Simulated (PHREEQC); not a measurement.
Make-up at 60 °C: 0.2 mol/kgw NaH2PO4 and 0.0013 mol/kgw NaF. Closed to the air; pH follows from the charge balance.

Model: ion-association model, wateq4f.dat, run in PHREEQC.

```tsv
quantity	before	after
pH	4.44	4.97
HPO4-2 (mol/kgw)	0.00108	1.60e-5
H3PO4 (mol/kgw)	0.00107	4.32e-6
NaHPO4- (mol/kgw)	0.000116	5.07e-8
```

**Question.** Which change was made?
A. temperature from 60 to 10 °C
B. 0.0043 mol/kgw HF added
C. temperature from 60 to 45 °C
D. diluted 100-fold with water
E. NaF replaced by Na2SeO3 at the same molality

**Answer.** D, diluted 100-fold with water

Precipitation was switched off in this run. H3PO4, which wateq4f.dat lacks, is added to it with the constant of phreeqc.dat. At this temperature some constants are extrapolated from 25 °C, and those without enthalpy data are left unchanged.
